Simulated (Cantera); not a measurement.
Charge: 1 mol toluene, 0.38 mol CO2, 1.2 mol H2, held at 2098 K and 1 atm.

These are equilibrium values from Cantera (NASA tables, ideal gas, pure condensed phases), not measurements of a reactor. Candidate condensed phases: C, C6H6, C7H8, C8H18, H2O; 110 gas species. Equilibrium is a limit: real reactors are often held back by kinetics, nucleation or transport.

Base state: H2 0.868, CO 0.127, H 0.00285, C2H2 (acetylene) 0.00124, CH4 0.000253, CH3 1.62e-5 (mole fractions); condensed: C(graphite).

Task: What changes in the equilibrium state with this change: toluene replaced by C2H4?

Result: 
```csv
species,before,after
H2,0.868,0.804
CO,0.127,0.192
H,0.00285,0.00274
H2O,9.06e-6,1.26e-5
CH4,0.000253,0.000217
"C(graphite), mol",6.60,1.61
```
